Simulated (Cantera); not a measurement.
An isothermal, constant-pressure homogeneous reactor starts with 1.02 % CH₄, 99.0 % H₂, at 1925 K and 0.00210 bar.

Computed with Cantera and GRI-Mech 3.0 (53 species, 325 reactions). GRI-Mech 3.0 stops at C3 and has no aromatics, soot or wall deposition, so with more carbon than oxygen in the feed, carbon stays in small species such as C2H2 where larger ones or solid carbon would form. Radical loss at walls, strong at low pressure, is not modelled.

Predict: x(CH₄) at 20.0 s; x(H₂) at 20.0 s; x(H) at 20.0 s; x(CH₃) at 20.0 s; x(C₂H₂) at 20.0 s; x(CH₂) at 20.0 s.


| Property | Value |
|---|---|
| x(CH₄) at 20.0 s | 3.07e-5 (gas-phase equilibrium 3.46e-6) |
| x(H₂) at 20.0 s | 0.980 (gas-phase equilibrium 0.974) |
| x(H) at 20.0 s | 0.0151 (gas-phase equilibrium 0.0207) |
| x(CH₃) at 20.0 s | 9.45e-6 (gas-phase equilibrium 1.47e-6) |
| x(C₂H₂) at 20.0 s | 0.00499 (gas-phase equilibrium 0.00499) |
| x(CH₂) at 20.0 s | 1.80e-7 (gas-phase equilibrium 3.85e-8) |
